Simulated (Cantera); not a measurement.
A perfectly stirred reactor is fed with 95.1 % N2O, 3.43 % H2O, 1.43 % N2, at 10000 Pa; it is held at 1200 K, and followed from long to short residence time.

Cantera simulation using GRI-Mech 3.0 (53 species, 325 reactions); the numbers are that mechanism's predictions, not measurements. GRI-Mech 3.0 was tuned for natural gas; its chemistry of N2O as a main component is partial and can be far from experiment. The mechanism lacks the step 2 NO + O2 → 2 NO2, which can matter for NO2 below about 1400 K. The temperature is held fixed by assumption; the heat of reaction is taken as removed at once.

One state of this run: x N2O = 0.724; x H2O = 0.0316; x HO2 = 3.12e-7; x H2 = 3.07e-8; x OH = 1.92e-5. x: mole fraction; the columns are a selection and need not sum to one.

Which value of τ (s) does it belong to?
A) 0.015
B) 3.0
C) 0.00029
D) 0.80

B, 3.0
